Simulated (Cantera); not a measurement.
Charge: 1 mol CH₃SiCl₃, 1.3 mol H₂, at 1275 K.

These are equilibrium values from Cantera (NASA tables, ideal gas, pure condensed phases), not measurements of a reactor. Candidate condensed phases: C, C₆H₆, C₇H₈, C₈H₁₈, Si, SiC; 109 gas species. The feed counts by its element totals alone. The tables' values for SiCl₃ are old estimates; treat these amounts as uncertain. Kinetics and transport are ignored.

x: gas mole fraction; n: condensed amount in mol.

```json
[
 {"P (Pa)": "100", "x HCl": "0.634", "x H₂": "0.343", "x SiCl₄": "0.0115", "x SiHCl₃": "0.000251", "x SiCl₂": "0.00786", "x SiCl₃": "0.00372", "n C(graphite)": "0.0989", "n SiC(s)": "0.901"},
 {"P (Pa)": "320", "x HCl": "0.592", "x H₂": "0.372", "x SiCl₄": "0.0238", "x SiHCl₃": "0.000604", "x SiCl₂": "0.00633", "x SiCl₃": "0.00481", "n C(graphite)": "0.149", "n SiC(s)": "0.851"},
 {"P (Pa)": "1000", "x HCl": "…", "x H₂": "…", "x SiCl₄": "…", "x SiHCl₃": "…", "x SiCl₂": "…", "x SiCl₃": "0.00543", "n C(graphite)": "…", "n SiC(s)": "…"},
 {"P (Pa)": "3200", "x HCl": "…", "x H₂": "…", "x SiCl₄": "…", "x SiHCl₃": "…", "x SiCl₂": "…", "x SiCl₃": "0.00551", "n C(graphite)": "…", "n SiC(s)": "…"},
 {"P (Pa)": "10000", "x HCl": "0.399", "x H₂": "0.507", "x SiCl₄": "0.0822", "x SiHCl₃": "0.00422", "x SiCl₂": "0.00211", "x SiCl₃": "0.00516", "n C(graphite)": "0.369", "n SiC(s)": "0.630"},
 {"P (Pa)": "32000", "x HCl": "0.329", "x H₂": "0.555", "x SiCl₄": "0.102", "x SiHCl₃": "0.00696", "x SiCl₂": "0.00131", "x SiCl₃": "0.00455", "n C(graphite)": "0.442", "n SiC(s)": "0.554"},
 {"P (Pa)": "100000", "x HCl": "0.267", "x H₂": "0.594", "x SiCl₄": "0.120", "x SiHCl₃": "0.0108", "x SiCl₂": "0.000804", "x SiCl₃": "0.00385", "n C(graphite)": "0.501", "n SiC(s)": "0.487"}
]
```

### Question
Complete the blanks.

### Answer

- 1000, x HCl: 0.536
- 1000, x H₂: 0.412
- 1000, x SiCl₄: 0.0408
- 1000, x SiHCl₃: 0.00127
- 1000, x SiCl₂: 0.00469
- 1000, n C(graphite): 0.215
- 1000, n SiC(s): 0.785
- 3200, x HCl: 0.469
- 3200, x H₂: 0.459
- 3200, x SiCl₄: 0.0613
- 3200, x SiHCl₃: 0.00242
- 3200, x SiCl₂: 0.00321
- 3200, n C(graphite): 0.292
- 3200, n SiC(s): 0.708
